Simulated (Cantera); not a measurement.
An isothermal, constant-pressure homogeneous reactor starts with CH4 : H2 : N2 = 0.022 : 1 : 0.00066 (molar parts), at 2373 K and 10.00 Torr.

Cantera simulation using GRI-Mech 3.0 (53 species, 325 reactions); the numbers are that mechanism's predictions, not measurements. GRI-Mech 3.0 stops at C3 and has no aromatics, soot or wall deposition, so with more carbon than oxygen in the feed, carbon stays in small species such as C2H2 where larger ones or solid carbon would form. Radical loss at walls, strong at low pressure, is not modelled.

x: mole fraction; the columns are a selection and need not sum to one.

```tsv
t (s)	x CH4	x H2	x C2H6	x HCN	x C2H2	x C2H
2.00e-5	0.0214	0.978	5.27e-10	<1e-12	4.47e-11	<1e-12
5.97e-5	0.0213	0.977	7.72e-9	<1e-12	4.29e-9	<1e-12
0.000178	0.0208	0.976	6.89e-8	<1e-12	3.43e-7	2.94e-11
0.000533	0.0196	0.973	4.18e-7	4.50e-11	2.30e-5	5.89e-9
0.00159	0.0157	0.966	1.13e-6	2.56e-9	0.000775	5.44e-7
0.00476	…	0.961	…	…	…	…
0.0142	0.00109	0.957	1.43e-8	1.90e-7	0.00946	1.67e-5
0.0424	0.000162	0.949	3.88e-10	3.76e-7	0.0101	2.32e-5
0.127	2.48e-5	0.935	1.14e-11	5.79e-7	0.0102	3.17e-5
0.379	5.77e-6	0.910	<1e-12	9.18e-7	0.0101	4.75e-5
1.13	2.87e-6	0.881	<1e-12	2.29e-6	0.00989	6.52e-5
3.38	2.54e-6	0.875	<1e-12	…	0.00985	6.91e-5
10.1	2.53e-6	0.875	<1e-12	2.26e-5	0.00984	6.91e-5
30.1	2.53e-6	0.875	<1e-12	6.52e-5	0.00982	6.89e-5
90.0	2.53e-6	0.875	<1e-12	0.000173	0.00977	6.85e-5
```

Q: Some entries are withheld; supply them.

A: 
- 0.00476, x CH4: 0.00642
- 0.00476, x C2H6: 3.68e-7
- 0.00476, x HCN: 4.60e-8
- 0.00476, x C2H2: 0.00577
- 0.00476, x C2H: 7.41e-6
- 3.38, x HCN: 7.40e-6
